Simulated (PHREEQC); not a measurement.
0.07 g of hydrous ferric oxide (600 m²/g; 0.2 weak and 0.005 strong sites per Fe, Dzombak-Morel constants, diffuse double layer) in 1 kg of water with 0.05 mol/kgw of an inert sodium salt and 3.9e-06 mol/kgw Ag2SO4 and 3.1e-05 mol/kgw NaF, at 25 °C; the pH is set by adding NaOH or the inert anion's acid. Oxygen alone is held at its pressure in air (log pO2 = -0.68). No CO2 enters from the air. No solid was allowed to form.

The series has 17 steps of pH, from 4 to 10.

Equilibrium calculation in PHREEQC: ion-association model, wateq4f.dat.

Task: Near which pH is half of the S sorbed, and on which side is more sorbed?

Result: Near pH 5.8, with more sorbed at lower pH.

Task: Near which pH is half of the Ag sorbed, and on which side is more sorbed?

Result: Near pH 8.3, with more sorbed at higher pH.

Complexes and solids missing from the database can't appear.
